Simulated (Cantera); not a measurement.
## Stirred combustor or abatement burner

A perfectly stirred reactor is fed with CH₄ : H₂ : O₂ : N₂ = 1 : 1.3 : 1.47 : 3.83 (molar parts), equivalence ratio 1.8, at 1500 Torr; it is adiabatic with a 300 K inlet, and is followed from long to short residence time, starting on the burning branch (τ in s: 0.25, 0.093, 0.035, 0.013, 0.0048, 0.0018, 0.00067, 0.00025, 9.4e-05, 3.5e-05, 1.3e-05, 4.9e-06).

Cantera simulation using GRI-Mech 3.0 (53 species, 325 reactions); the numbers are that mechanism's predictions, not measurements.

```csv
τ (s),T (K),x CH₄,x H₂,x O₂,x H,x CH₂O,x HO₂
0.25,2074,0.000474,0.189,2.60e-5,0.000914,6.66e-7,7.67e-9
0.093,2076,0.00103,0.187,6.63e-5,0.000955,1.55e-6,1.96e-8
0.035,2080,0.00195,0.183,0.000163,0.00102,3.35e-6,4.90e-8
0.013,2084,0.00324,0.177,0.000392,0.00113,6.94e-6,1.22e-7
0.0048,2087,0.00480,0.169,0.000915,0.00129,1.39e-5,3.05e-7
0.0018,2082,0.00655,0.161,0.00204,0.00152,2.69e-5,7.65e-7
0.00067,2062,0.00874,0.154,0.00453,0.00180,5.24e-5,2.06e-6
0.00025,2005,0.0128,0.148,0.0110,0.00196,0.000111,6.70e-6
9.4e-5,300,0.132,0.171,0.193,<1e-12,<1e-12,<1e-12
3.5e-5,300,0.132,0.171,0.193,<1e-12,<1e-12,<1e-12
1.3e-5,300,0.132,0.171,0.193,<1e-12,<1e-12,<1e-12
4.9e-6,300,0.132,0.171,0.193,<1e-12,<1e-12,<1e-12
```
x: mole fraction; the columns are a selection and need not sum to one.
